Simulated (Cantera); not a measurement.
An isothermal, constant-pressure homogeneous reactor starts with CH2O : O2 : N2 = 0.0055 : 0.033 : 1 (molar parts), at 948 K and 13.0 bar.

Computed with Cantera and GRI-Mech 3.0 (53 species, 325 reactions). The pressure lies above the range GRI-Mech 3.0 was tuned for (to about 10 atm). Below about 1000 K GRI-Mech 3.0 lacks low-temperature oxidation paths.

Problem. Predict: x(O2) at 6.00 s; x(OH) at 6.00 s; x(HO2) at 6.00 s.

Solution. x(O2) at 6.00 s: 0.0275 (gas-phase equilibrium 0.0265)
x(OH) at 6.00 s: 1.39e-9 (gas-phase equilibrium 2.85e-9)
x(HO2) at 6.00 s: 3.21e-7 (gas-phase equilibrium 3.58e-11)
